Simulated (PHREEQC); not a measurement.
Spent oxide etchant (model solution)

Make-up at 20 °C: 0.0045 mol/kgw NH4HF2, 3.7e-05 mol/kgw (NH4)2SiF6, 0.078 mol/kgw H3BO3 and 0.023 mol/kgw H2SO4. Closed to the air; pH follows from the charge balance.

All values are PHREEQC results (ion-association model, wateq4f.dat), not measurements.

Precipitation was switched off in this run.

Q: Predict the pH.

A: pH 1.58.

Q: In which forms is F present?

A: BF4- 67 %, HF 18 %, BF3OH- 10 %, BF2(OH)2- 4.6 %, F- 0.6 % of the F.

Complexes and solids missing from the database can't appear. SiF6-2 is the database's only silicon fluoride. Real BF4- forms and hydrolyses slowly; the run takes it at equilibrium.
